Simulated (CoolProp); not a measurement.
Saturation properties of R124 (Tc = 122.3 °C, pc = 3624 kPa, ω = 0.288).

Values from CoolProp's reference Helmholtz-energy equation of state, de Vries 1995.

```csv
T (°C),p (kPa),liquid density (kg/m³),vapour Z,liquid conductivity (mW/(m K))
-60.45,7.553,___,0.9933,___
-56.75,9.675,1600,0.9920,___
-53.05,12.27,___,0.9905,96.8
-49.35,___,1580,0.9888,95.5
-45.65,19.20,1570,0.9868,94.2
-41.85,23.85,1559,0.9846,92.9
-38.15,29.22,1549,0.9821,91.5
-34.45,35.52,___,___,90.2
-30.75,42.89,1528,0.9765,88.9
-27.05,51.43,1518,___,87.6
```

Complete the blanks.


- -60.45, liquid density (kg/m³): 1610
- -60.45, liquid conductivity (mW/(m K)): 99.4
- -56.75, liquid conductivity (mW/(m K)): 98.1
- -53.05, liquid density (kg/m³): 1590
- -49.35, p (kPa): 15.42
- -34.45, liquid density (kg/m³): 1539
- -34.45, vapour Z: 0.9795
- -27.05, vapour Z: 0.9733

It boils at -12.0 °C under 1 atm.

Thermal conductivity comes from a separate model (Huber 2003), an estimate that may be off by 10 % or more.
